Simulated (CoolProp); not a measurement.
n-hexane at 373.25 K and 0.0352 MPa flows at 15 m/s in a round tube of 4.6 mm bore and 45 µm roughness, fully developed (64/Re and Nu = 3.66 if laminar; Colebrook and Gnielinski if turbulent). Each further row changes one setting.

The numbers come from the reference Helmholtz-energy equation of state, Thol 2019 in CoolProp.

```
case             Reynolds number  Darcy friction factor  pressure drop (Pa/m)  heat-transfer coefficient (W/(m² K))  mass flow (kg/h)
---------------  ---------------  ---------------------  --------------------  ------------------------------------  ----------------
as stated                   8710                    [?]                   [?]                                   171             0.888
velocity 30 m/s            17400                    [?]                  3950                                   339               [?]
diameter 9.2 mm            17400                 0.0348                   [?]                                   143              3.55
```

Task: Complete the blanks.

Result: 
- as stated, Darcy friction factor: 0.0436
- as stated, pressure drop (Pa/m): 1050
- velocity 30 m/s, Darcy friction factor: 0.0408
- velocity 30 m/s, mass flow (kg/h): 1.78
- diameter 9.2 mm, pressure drop (Pa/m): 421

Viscosity comes from a separate model (Michailidou 2013). Thermal conductivity comes from a separate model (Assael 2013).
